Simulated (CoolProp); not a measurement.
Values from CoolProp's reference Helmholtz-energy equation of state, de Reuck 1993.

Question: Give the vapour pressure (MPa), liquid cp (kJ/(kg K)), vapour Z, surface tension (mN/m) of saturated methanol at 74.95, 80.55, 108.55 °C.

Answer: 
| T (°C) | p (MPa) | liquid cp (kJ/(kg K)) | vapour Z | surface tension (mN/m) |
|---|---|---|---|---|
| 74.95 | 0.151 | 2.92 | 0.937 | 17.9 |
| 80.55 | 0.185 | 2.97 | 0.930 | 17.4 |
| 108.55 | 0.460 | 3.26 | 0.890 | 14.8 |

Surface tension comes from a separate correlation (Mulero 2012).
